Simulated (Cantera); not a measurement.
A closed system holds: 1 mol TEOS, 6.9 mol H₂O, 73 mol N₂, held at 0.100 bar.

Cantera equilibrium calculation (NASA polynomials, part measured and part estimated; ideal gas, pure solids and liquids). Candidate condensed phases: C, C₆H₆, C₇H₈, C₈H₁₈, H₂O, Si, SiC, SiO₂, Si₂N₂O, Si₃N₄; 151 gas species. The feed counts by its element totals alone. The tables hold silica as quartz up to 1696 K and as liquid above; real silica turns to tridymite and cristobalite and melts near 1996 K. Kinetics and transport are ignored.

Question: Which condensed phases are stable at each of these points (T (K)): 873, 898, 923, 948, 973, 998, 1023, 1048, 1073, 1098, 1123, 1148, 1173?

Answer: 
```
T (K)              condensed phases  Si condensed (%)
-----  ----------------------------  ----------------
873    C(graphite) + SiO₂(β-quartz)             100.0
898                  SiO₂(β-quartz)             100.0
923                  SiO₂(β-quartz)             100.0
948                  SiO₂(β-quartz)             100.0
973                  SiO₂(β-quartz)             100.0
998                  SiO₂(β-quartz)             100.0
1023                 SiO₂(β-quartz)             100.0
1048                 SiO₂(β-quartz)             100.0
1073                 SiO₂(β-quartz)             100.0
1098                 SiO₂(β-quartz)             100.0
1123                 SiO₂(β-quartz)             100.0
1148                 SiO₂(β-quartz)             100.0
1173                 SiO₂(β-quartz)             100.0
```

At 873 K the condensed part is C(graphite) + SiO₂(β-quartz). From 898 K to 1173 K the condensed part is SiO₂(β-quartz).
